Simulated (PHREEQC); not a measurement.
Ca(OH)2 is added in steps, without added water, to 1 kg of water holding 0.005 mol/kgw H3PO4 and 0.0016 mol/kgw Na2HPO4, at 20 °C. O2 is buffered at 0.21 atm. CO2 from the air is kept out. The run lets Portlandite, Hydroxyapatite precipitate or redissolve, and no other solid.

Base run: PHREEQC, ion-association model, wateq4f.dat. Each further column changes one thing. The table gives Ca in solution (mol/kgw).

```json
[
 {"Ca(OH)2 added (mol)": "0", "base": "0", "Davies equation for every ion": "0", "database phreeqc.dat": "0", "all activity coefficients set to 1": "0", "Debye-Hückel limiting law": "0"},
 {"Ca(OH)2 added (mol)": "0.001238", "base": "0.00124", "Davies equation for every ion": "0.00124", "database phreeqc.dat": "0.00124", "all activity coefficients set to 1": "0.00124", "Debye-Hückel limiting law": "0.00124"},
 {"Ca(OH)2 added (mol)": "0.002887", "base": "0.00146", "Davies equation for every ion": "0.00146", "database phreeqc.dat": "0.00146", "all activity coefficients set to 1": "0.00139", "Debye-Hückel limiting law": "0.00147"},
 {"Ca(OH)2 added (mol)": "0.004125", "base": "0.000947", "Davies equation for every ion": "0.000949", "database phreeqc.dat": "0.000947", "all activity coefficients set to 1": "0.000873", "Debye-Hückel limiting law": "0.000959"},
 {"Ca(OH)2 added (mol)": "0.005775", "base": "0.000349", "Davies equation for every ion": "0.000351", "database phreeqc.dat": "0.000349", "all activity coefficients set to 1": "0.000277", "Debye-Hückel limiting law": "0.000359"},
 {"Ca(OH)2 added (mol)": "0.007012", "base": "9.97e-5", "Davies equation for every ion": "0.000101", "database phreeqc.dat": "9.97e-5", "all activity coefficients set to 1": "6.75e-5", "Debye-Hückel limiting law": "0.000104"},
 {"Ca(OH)2 added (mol)": "0.008663", "base": "2.64e-6", "Davies equation for every ion": "2.64e-6", "database phreeqc.dat": "2.64e-6", "all activity coefficients set to 1": "2.79e-6", "Debye-Hückel limiting law": "2.63e-6"},
 {"Ca(OH)2 added (mol)": "0.0099", "base": "2.55e-6", "Davies equation for every ion": "2.55e-6", "database phreeqc.dat": "2.55e-6", "all activity coefficients set to 1": "2.71e-6", "Debye-Hückel limiting law": "2.54e-6"}
]
```

H3PO4, which wateq4f.dat lacks, is added to it with the constant of phreeqc.dat.  phreeqc.dat and wateq4f.dat share most of their constants, so their agreement is no independent check. Solids allowed in the column 'database phreeqc.dat': Hydroxyapatite.
